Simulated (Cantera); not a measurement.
What does this Cantera script print?

```python
import numpy as np
import cantera as ct

gas_names = """
    Br Br2 H HBr H2 Si SiBr SiBr2 SiBr3 SiBr4 SiH SiHBr3 SiH2 SiH2Br2 SiH3 SiH3Br SiH4 Si2 Si3
""".split()
cond_names = """
    Br2(cr) Br2(L) Si(cr) Si(L)
""".split()


# ... load() reads the species with a 1 bar reference pressure and builds the phases ...
atoms = {
    'Si': {'Si': 1},
    'HBr': {'H': 1, 'Br': 1},
}
top_T = {}  # K; cautious upper limits of use, not melting points


# ... equilibrate(T, P, feed) seeds the gas with the atoms and calls Mixture.equilibrate('TP', solver="vcs", rtol=1e-11, max_steps=5000) ...
results = []
feed = {'Si': 1, 'HBr': 6.2}  # mol
P = 100000  # Pa
for T in [625, 675, 725, 775, 825, 875, 925, 975, 1025, 1075, 1125, 1175, 1225, 1275]:
    mix = equilibrate(T, P, feed)
    results.append((T, P, feed, dict(zip(mix.species_names, mix.species_moles))))

top = {s: max(r[3][s] / sum(r[3][g] for g in gas_names) for r in results) for s in gas_names}
cols = sorted((s for s in top if top[s] > 1e-05), key=lambda s: -top[s])[:6]
seen = [c for c in cond_names if any(r[3].get(c, 0) > 1e-12 for r in results)]
print("log10 of partial pressures in bar; condensed amounts in mol")
print(f"{'T/K':>10s}" + "".join(f"{s[:9]:>10s}" for s in cols + seen))
for T, P, feed, n in results:
    ng = sum(n[g] for g in gas_names)
    print(f"{T:10.4g}" + "".join(f"{np.log10(max(n[s] / ng * P / 1e5, 1e-99)):10.3f}" for s in cols)
          + "".join(f"{n.get(c, 0):10.4g}" for c in seen))
```

Result:

```
log10 of partial pressures in bar; condensed amounts in mol
       T/K       HBr        H2     SiBr4    SiHBr3     SiBr3     SiBr2
       625    -0.374    -0.415    -0.716    -5.363    -9.942   -14.768
       675    -0.374    -0.415    -0.716    -4.920    -8.863   -13.008
       725    -0.374    -0.415    -0.716    -4.539    -7.936   -11.495
       775    -0.374    -0.415    -0.716    -4.210    -7.130   -10.181
       825    -0.373    -0.415    -0.716    -3.922    -6.424    -9.030
       875    -0.373    -0.415    -0.716    -3.668    -5.800    -8.014
       925    -0.373    -0.415    -0.717    -3.443    -5.245    -7.110
       975    -0.373    -0.416    -0.717    -3.242    -4.748    -6.302
      1025    -0.373    -0.416    -0.718    -3.062    -4.301    -5.575
      1075    -0.372    -0.417    -0.719    -2.900    -3.898    -4.919
      1125    -0.371    -0.417    -0.721    -2.753    -3.532    -4.324
      1175    -0.370    -0.418    -0.724    -2.622    -3.200    -3.783
      1225    -0.369    -0.420    -0.728    -2.505    -2.898    -3.292
      1275    -0.365    -0.424    -0.735    -2.403    -2.627    -2.849
```

Cantera equilibrium calculation (NASA polynomials, part measured and part estimated; ideal gas, pure solids and liquids). The tables' values for SiBr3 are old estimates; treat these amounts as uncertain.
